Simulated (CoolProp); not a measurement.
1000 sccm (0 °C, 1 atm) of nitrogen bubbles through liquid hexamethyldisiloxane (MM) at 344.2 K and leaves saturated at a total pressure of 0.15 MPa (ideal gas phase). Each further row changes one setting.

Values from CoolProp's reference Helmholtz-energy equation of state, Thol 2016.

| case | vapour pressure (kPa) | mole fraction of vapour | delivery (mg/min) | delivery (sccm) | change of delivery for a bath 1 K warmer (%) |
|---|---|---|---|---|---|
| as stated | 39.4 | 0.263 | 2580 | 356 | 4.9 |
| bath temperature 349.2 K | 46.9 | 0.312 | 3290 | 455 | 5.1 |
| total pressure 0.3 MPa | 39.4 | 0.131 | 1090 | 151 | 4.2 |
